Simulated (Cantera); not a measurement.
An isothermal, constant-pressure homogeneous reactor starts with C2H6 : N2 = 1 : 120 (molar parts), at 1350 K and 0.00660 bar.

Model: GRI-Mech 3.0 (53 species, 325 reactions), integrated in Cantera. GRI-Mech 3.0 stops at C3 and has no aromatics, soot or wall deposition, so with more carbon than oxygen in the feed, carbon stays in small species such as C2H2 where larger ones or solid carbon would form. Radical loss at walls, strong at low pressure, is not modelled.

Problem. Predict: x(C2H6) at 30.0 s; x(HCN) at 30.0 s; x(CH4) at 30.0 s; x(H) at 30.0 s; x(C2H2) at 30.0 s.

Solution. 
- x(C2H6) at 30.0 s = 1.06e-7 (gas-phase equilibrium <1e-12)
- x(HCN) at 30.0 s = 8.33e-7 (gas-phase equilibrium 0.0140)
- x(CH4) at 30.0 s = 0.00162 (gas-phase equilibrium 2.34e-6)
- x(H) at 30.0 s = 2.27e-6 (gas-phase equilibrium 3.77e-6)
- x(C2H2) at 30.0 s = 0.00732 (gas-phase equilibrium 0.00111)
